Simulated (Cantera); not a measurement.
A diamond (100) surface in a fixed gas of H2 with x(CH4) = 0.0039, x(H) = 0.001, x(CH3) = 0.00032, at 1173 K; coverages are run to steady state.

Computed with Cantera and the Harris–Goodwin 1993 mechanism for the reconstructed diamond (100) surface.

One state of this run: growth (µm/h) = 0.263; θ c6HH = 0.475; θ c6H* = 0.0344; θ c6*H = 0.464; θ c6** = 0.0196; θ c6HM = 0.00230. θ: site fractions in the mechanism's names (c6HH fully hydrogenated, c6H* and c6*H radical sites, c6** diradical, c6HM methylated).

### Question
Which value of P (Pa) does it belong to?
A. 29000
B. 350
C. 1200
D. 660

### Answer
C, 1200
